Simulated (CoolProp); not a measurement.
Vapour-liquid equilibrium of R125 (1) + R134a (2) at 2.45 °C; x and y are mole fractions of (1).

Values from CoolProp's multi-fluid Helmholtz-energy mixture model, Lemmon 2005 and Tillner-Roth 1994; pair parameters Lemmon 2004.

Task: Give the bubble pressure and the first vapour's composition at x = 0.25, 0.45, 0.95. Is there an azeotrope?

Result: x = 0.25: 0.4235 MPa, y = 0.412; x = 0.45: 0.5040 MPa, y = 0.624; x = 0.95: 0.7035 MPa, y = 0.972. No azeotrope shows between x = 0.05 and 0.95.

The pair parameters rest on a limited set of measurements; away from them the model extrapolates.
